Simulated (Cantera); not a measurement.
What does this Cantera script print?

```python
import numpy as np
import cantera as ct

gas = ct.Solution("h2o2.yaml")
gas.TPX = 325, 11000, {'H2': 1, 'O2': 0.641, 'N2': 2.41}
flame = ct.FreeFlame(gas, width=0.19)
flame.set_refine_criteria(ratio=3, slope=0.08, curve=0.16)
flame.transport_model = "unity-Lewis-number"
flame.solve(loglevel=0, auto=True)
z, T = flame.grid, flame.T
thick = (T[-1] - T[0]) / np.gradient(T, z).max()
show = ['H2', 'O2', 'HO2', 'O', 'OH', 'H2O']
print(f"laminar burning velocity  {flame.velocity[0] * 100:.3f} cm/s")
print(f"burnt temperature         {T[-1]:.1f} K")
print(f"thermal thickness         {thick * 1e3:.4f} mm")
print(f"grid points               {len(z)}")
z0 = z[flame.heat_release_rate.argmax()]
print(f"{'z/mm':>9s}{'T/K':>9s}{'u/(m/s)':>9s}" + "".join(f"{s:>11s}" for s in show))
rows = []
for k in (-3, -2, -1.5, -1, -0.5, -0.25, 0, 0.25, 0.5, 1, 2, 4, 8):
    zz = z0 + k * thick
    rows.append([k * thick, np.interp(zz, z, T), np.interp(zz, z, flame.velocity),
                 *(np.interp(zz, z, flame.X[gas.species_index(s)]) for s in show)])
    print(f"{rows[-1][0] * 1e3:9.3f}{rows[-1][1]:9.1f}{rows[-1][2]:9.3f}" + "".join(f"{x:11.3e}" for x in rows[-1][3:]))
```

Result:

```
laminar burning velocity  115.995 cm/s
burnt temperature         2131.1 K
thermal thickness         4.7601 mm
grid points               115
     z/mm      T/K  u/(m/s)         H2         O2        HO2          O         OH        H2O
  -14.280    325.0    1.160  2.469e-01  1.582e-01  1.298e-10  2.796e-12  6.137e-15  1.225e-08
   -9.520    325.0    1.160  2.469e-01  1.582e-01  6.108e-09  1.420e-10  3.444e-13  5.783e-07
   -7.140    325.0    1.160  2.468e-01  1.582e-01  3.777e-08  9.041e-10  3.014e-12  3.580e-06
   -4.760    325.5    1.162  2.468e-01  1.582e-01  6.019e-07  1.526e-08  4.135e-10  5.700e-05
   -2.380    358.4    1.276  2.433e-01  1.565e-01  4.238e-05  2.295e-06  6.018e-06  4.046e-03
   -1.190    611.5    2.145  2.107e-01  1.414e-01  5.110e-05  1.911e-04  3.460e-04  3.862e-02
    0.000   1040.2    3.554  1.015e-01  9.415e-02  1.527e-05  5.190e-03  2.124e-03  1.349e-01
    1.190   1292.3    4.342  3.314e-02  6.010e-02  7.462e-06  1.315e-02  6.243e-03  1.966e-01
    2.380   1415.4    4.710  2.691e-02  5.405e-02  5.645e-06  1.413e-02  8.385e-03  2.088e-01
    4.760   1555.5    5.119  2.574e-02  5.065e-02  4.313e-06  1.287e-02  1.067e-02  2.183e-01
    9.520   1700.1    5.531  2.314e-02  4.742e-02  3.233e-06  1.061e-02  1.253e-02  2.292e-01
   19.040   1837.8    5.913  1.886e-02  4.440e-02  2.335e-06  7.870e-03  1.334e-02  2.410e-01
   38.081   1957.3    6.237  1.360e-02  4.187e-02  1.641e-06  5.183e-03  1.276e-02  2.528e-01
```

Cantera simulation using the H2/O2 subset of GRI-Mech 3.0, which has no nitrogen chemistry; the numbers are that mechanism's predictions, not measurements. Unity Lewis numbers drop preferential diffusion, which matters most where H2 and H carry the flame. Burning velocities carry a grid error of a few per cent, more on coarse grids.
